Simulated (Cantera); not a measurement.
A perfectly stirred reactor is fed with NH3 : H2 = 1 : 0.15 (molar parts), at 120 Torr; it is held at 2150 K, and followed from long to short residence time.

Cantera simulation using the gas-phase N/H chemistry of the illustrative SiF4/NH3 mechanism in the Surface Chemkin manual (1991); the numbers are that mechanism's predictions, not measurements. Walls and surfaces, which speed up NH3 decomposition in real reactors, are not modelled.

Task: What does this change do: temperature 2150 to 2248 K?

Result: 
| quantity | before | after |
|---|---|---|
| x(NH3) at τ = 11.0 s | 0.00101 | 0.000316 |
| x(H2) at τ = 11.0 s | 0.760 | 0.754 |
| x(NH) at τ = 11.0 s | 7.46e-6 | 8.72e-6 |
| x(N2) at τ = 11.0 s | 0.231 | 0.231 |
| x(H) at τ = 11.0 s | 0.00724 | 0.0147 |
| x(NH3) at τ = 0.120 s | 0.187 | 0.0877 |
| x(H2) at τ = 0.120 s | 0.629 | 0.701 |
| x(NH) at τ = 0.120 s | 2.91e-5 | 4.11e-5 |
| x(N2) at τ = 0.120 s | 0.182 | 0.209 |
| x(H) at τ = 0.120 s | 0.000899 | 0.00182 |

Task: What does this change do: pressure from 120 Torr to 20.0 Torr?

Result: 
| quantity | before | after |
|---|---|---|
| x(NH3) at τ = 11.0 s | 0.00101 | 0.00933 |
| x(H2) at τ = 11.0 s | 0.760 | 0.758 |
| x(NH) at τ = 11.0 s | 7.46e-6 | 1.44e-5 |
| x(N2) at τ = 11.0 s | 0.231 | 0.230 |
| x(H) at τ = 11.0 s | 0.00724 | 0.00332 |
| x(NH3) at τ = 0.120 s | 0.187 | 0.483 |
| x(H2) at τ = 0.120 s | 0.629 | 0.412 |
| x(NH) at τ = 0.120 s | 2.91e-5 | 4.44e-5 |
| x(N2) at τ = 0.120 s | 0.182 | 0.103 |
| x(H) at τ = 0.120 s | 0.000899 | 0.000481 |
